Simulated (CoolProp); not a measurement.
Carbon dioxide at 298.15 K and 3.82 MPa is throttled through a valve to 2.42 MPa with no heat exchange. Each further row changes one setting.

Model: reference Helmholtz-energy equation of state, Span 1996, in CoolProp.

| case | temperature change (K) | final density (kg/m³) |
|---|---|---|
| as stated | -16.7 | 54.6 |
| outlet pressure 0.726 MPa | -41.1 | 15.9 |
| outlet pressure 3.15 MPa | -7.7 | 71.7 |
